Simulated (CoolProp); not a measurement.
Hydrogen chloride at several states: Z from the reference equation and from simpler models built on Tc = 51.5 °C, pc = 8.314 MPa, ω = 0.130; each cubic takes its own stable root.

Computed with CoolProp (reference Helmholtz-energy equation of state, Thol 2018).

| T (°C) | p (MPa) | phase | reference |
|---|---|---|---|
| -23.05 | 30.1 | liquid | 0.4888 |
| -65.05 | 4.07 | liquid | 0.07521 |
| 49.35 | 0.771 | gas | 0.9639 |
| 353.75 | 0.0112 | gas | 0.9999 |

Question: How far does each simpler model (van der Waals, Redlich-Kwong, Soave-Redlich-Kwong, Peng-Robinson) lie from the reference over these 4 states: mean and median of the absolute difference, and the worst?

Answer: 
- van der Waals: mean 31.9 %, median 29.9 %, worst +67.8 % at -65.05 °C and 4.07 MPa
- Redlich-Kwong: mean 7.6 %, median 7.7 %, worst +15.0 % at -65.05 °C and 4.07 MPa
- Soave-Redlich-Kwong: mean 7.0 %, median 7.0 %, worst +13.8 % at -23.05 °C and 30.1 MPa
- Peng-Robinson: mean 0.5 %, median 0.4 %, worst +1.2 % at -23.05 °C and 30.1 MPa
